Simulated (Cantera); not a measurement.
A Cantera script and what it prints.

```python
import numpy as np
import cantera as ct

gas_names = """
    CL CL2 H HCL H2 Si SiCL SiCL2 SiCL3 SiCL4 SiH SiHCL3 SiH2 SiH2CL2 SiH3 SiH3CL SiH4 Si2 Si3
""".split()
cond_names = """
    Si(cr) Si(L)
""".split()


# ... load() reads the species with a 1 bar reference pressure and builds the phases ...
atoms = {
    'SiCl4': {'Si': 1, 'CL': 4},
    'Cl2': {'CL': 2},
    'H2': {'H': 2},
}
top_T = {}  # K; cautious upper limits of use, not melting points


# ... equilibrate(T, P, feed) seeds the gas with the atoms and calls Mixture.equilibrate('TP', solver="vcs", rtol=1e-11, max_steps=5000) ...
results = []
feed = {'SiCl4': 1, 'Cl2': 1.5, 'H2': 4.6}  # mol
P = 10000  # Pa
for T in [550, 650, 750, 850, 950, 1050, 1150, 1250]:
    mix = equilibrate(T, P, feed)
    results.append((T, P, feed, dict(zip(mix.species_names, mix.species_moles))))

top = {s: max(r[3][s] / sum(r[3][g] for g in gas_names) for r in results) for s in gas_names}
cols = sorted((s for s in top if top[s] > 0.0001), key=lambda s: -top[s])[:6]
seen = [c for c in cond_names if any(r[3].get(c, 0) > 1e-12 for r in results)]
print("log10 of partial pressures in bar; condensed amounts in mol")
print(f"{'T/K':>10s}" + "".join(f"{s[:9]:>10s}" for s in cols + seen))
for T, P, feed, n in results:
    ng = sum(n[g] for g in gas_names)
    print(f"{T:10.4g}" + "".join(f"{np.log10(max(n[s] / ng * P / 1e5, 1e-99)):10.3f}" for s in cols)
          + "".join(f"{n.get(c, 0):10.4g}" for c in seen))
```

Result:

```
log10 of partial pressures in bar; condensed amounts in mol
       T/K        H2       HCL     SiCL4     SiCL3    SiHCL3     SiCL2
       550    -1.360    -1.374    -1.851   -12.626    -6.958   -19.852
       650    -1.360    -1.374    -1.851   -10.026    -5.927   -15.392
       750    -1.360    -1.374    -1.851    -8.129    -5.182   -12.140
       850    -1.360    -1.374    -1.852    -6.685    -4.618    -9.668
       950    -1.361    -1.373    -1.853    -5.553    -4.179    -7.728
      1050    -1.362    -1.372    -1.857    -4.643    -3.830    -6.170
      1150    -1.364    -1.370    -1.865    -3.902    -3.551    -4.900
      1250    -1.370    -1.363    -1.888    -3.306    -3.343    -3.868
```

Cantera equilibrium calculation (NASA polynomials, part measured and part estimated; ideal gas, pure solids and liquids). The tables' values for SiCl3 are old estimates; treat these amounts as uncertain.
